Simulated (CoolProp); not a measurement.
Properties of fluoroethane (R161) along the isotherm 123.95 °C.

Model: reference Helmholtz-energy equation of state, Wu 2012, in CoolProp.

```csv
p (kPa),phase,density (kg/m³),cv (kJ/(kg K)),speed of sound (m/s),Joule-Thomson coefficient (K/MPa),expansivity (1/kK),fugacity coefficient
193,gas,2.842,1.369,275.8,8.635,2.614,0.9887
385,gas,5.735,?,273.4,8.710,2.715,0.9776
578,gas,8.714,?,270.9,?,2.824,0.9664
771,gas,11.77,1.388,?,8.864,2.939,?
963,gas,14.88,1.394,265.9,8.943,3.062,0.9443
1160,gas,18.17,1.402,263.3,9.025,3.196,0.9331
1350,gas,?,1.409,260.7,9.106,3.335,0.9223
1540,gas,24.77,1.416,258.1,9.188,3.485,0.9116
1730,gas,28.22,1.424,255.5,9.271,3.645,0.9009
1930,gas,31.96,1.433,252.7,9.359,3.828,?
2120,gas,?,1.441,250.0,9.445,4.016,0.8792
2310,gas,39.42,1.450,247.2,9.530,4.220,0.8687
2500,gas,43.34,1.460,244.4,9.617,4.442,0.8582
```

Some entries are withheld; supply them.


- 385, cv (kJ/(kg K)): 1.375
- 578, cv (kJ/(kg K)): 1.381
- 578, Joule-Thomson coefficient (K/MPa): 8.786
- 771, speed of sound (m/s): 268.4
- 771, fugacity coefficient: 0.9553
- 1350, density (kg/m³): 21.42
- 1930, fugacity coefficient: 0.8898
- 2120, density (kg/m³): 35.63
